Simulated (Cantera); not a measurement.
## Thermodynamics of aluminium nitride and oxide growth, feed Al(CH₃)₃ + N₂O + N₂

Feed: 1 mol Al(CH₃)₃, 0.56 mol N₂O, 17 mol N₂, equilibrated at 1.00 bar.

Method: chemical equilibrium by Gibbs-energy minimisation in Cantera with the NASA 1993 tables (ideal gas, pure condensed phases). Candidate condensed phases: Al, AlN, Al₂O₃, C, C₆H₆, C₇H₈, C₈H₁₈, H₂O; 148 gas species. The feed counts by its element totals alone. Mutual solubility and eutectic melting of coexisting phases are not modelled. Condensed phases not in the tables: aluminium oxynitride. Rates play no part.

From 1250 K to 1550 K the condensed part is AlN(s) + Al₂O₃(s) + C(graphite). From 1625 K to 2075 K the condensed part is AlN(s) + C(graphite).

```
T (K)   x N₂   x H₂      x CO     x HCN  n AlN(s)  n Al₂O₃(s)  n C(graphite)
-----  -----  -----  --------  --------  --------  ----------  -------------
1250   0.793  0.206  0.000335   5.13e-5     0.632       0.184           2.98
1325   0.792  0.206   0.00117  0.000105     0.644       0.178           2.97
1400   0.790  0.206   0.00357  0.000200     0.679       0.161           2.91
1475   0.785  0.205   0.00969  0.000355     0.768       0.116           2.78
1550   0.772  0.203    0.0237  0.000589     0.976      0.0122           2.46
1625   0.771  0.203    0.0253  0.000942      1.00           0           2.42
1700   0.771  0.203    0.0253   0.00145     1.000           0           2.41
1775   0.770  0.202    0.0253   0.00214     1.000           0           2.39
1850   0.770  0.202    0.0253   0.00307     1.000           0           2.37
1925   0.769  0.201    0.0253   0.00426     1.000           0           2.34
2000   0.768  0.200    0.0253   0.00578     0.999           0           2.30
2075   0.767  0.198    0.0253   0.00764     0.998           0           2.25
```
x: gas mole fraction; n: condensed amount in mol.
